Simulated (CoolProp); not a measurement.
Properties of ammonia along the isotherm 380 K.

Values from CoolProp's reference Helmholtz-energy equation of state, Gao 2020.

| p (MPa) | phase | density (kg/m³) | cp (kJ/(kg K)) | cv (kJ/(kg K)) | isothermal compressibility (1/MPa) | conductivity (mW/(m K)) |
|---|---|---|---|---|---|---|
| 0.379 | gas | 2.076 | 2.312 | 1.781 | 2.681 | 34.6 |
| 0.758 | gas | ___ | 2.397 | 1.819 | 1.364 | 35.0 |
| 1.14 | gas | 6.459 | 2.491 | 1.860 | 0.9237 | 35.4 |
| 1.52 | gas | 8.770 | 2.593 | 1.903 | 0.7065 | 35.9 |
| 1.89 | gas | 11.11 | 2.701 | 1.947 | 0.5800 | 36.4 |
| 2.27 | gas | 13.61 | 2.824 | 1.995 | 0.4940 | 36.9 |
| 2.65 | gas | 16.22 | 2.960 | 2.045 | 0.4337 | ___ |
| 3.03 | gas | 18.96 | 3.113 | 2.099 | 0.3896 | 38.1 |
| 3.41 | gas | ___ | 3.284 | 2.157 | 0.3565 | 38.9 |
| 3.79 | gas | ___ | 3.480 | 2.219 | 0.3313 | 39.6 |
| 4.17 | gas | 28.11 | 3.705 | 2.286 | 0.3121 | 40.5 |
| 4.55 | gas | 31.56 | 3.968 | 2.359 | 0.2978 | 41.5 |
| 4.92 | gas | 35.17 | 4.271 | 2.436 | 0.2880 | 42.6 |
| 5.3 | gas | 39.19 | 4.647 | ___ | 0.2818 | 43.9 |
| 5.68 | gas | 43.59 | 5.116 | 2.620 | 0.2798 | 45.4 |

Q: What belongs in the gaps?

A: 
- 0.758, density (kg/m³): 4.221
- 2.65, conductivity (mW/(m K)): 37.5
- 3.41, density (kg/m³): 21.84
- 3.79, density (kg/m³): 24.88
- 5.3, cv (kJ/(kg K)): 2.523

Thermal conductivity comes from a separate model (Tufeu 1984).
